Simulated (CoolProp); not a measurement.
Decamethyltetrasiloxane (MD2M) at several states: fugacity coefficient from the reference equation and from simpler models built on Tc = 599.4 K, pc = 11.44 bar, ω = 0.635; each cubic takes its own stable root.

Values from CoolProp's reference Helmholtz-energy equation of state, Thol 2017.

```tsv
T (K)	p (bar)	phase	reference
456.3	3.68	liquid	0.2029
418.2	1.88	liquid	0.1341
579.6	0.204	gas	0.9935
```

Question: How far does each simpler model (Soave-Redlich-Kwong, Peng-Robinson) lie from the reference over these 3 states: mean and median of the absolute difference, and the worst?

Answer: 
- Soave-Redlich-Kwong: mean 0.1 %, median 0.1 %, worst +0.2 % at 456.3 K and 3.68 bar
- Peng-Robinson: mean 0.9 %, median 0.1 %, worst +2.5 % at 418.2 K and 1.88 bar
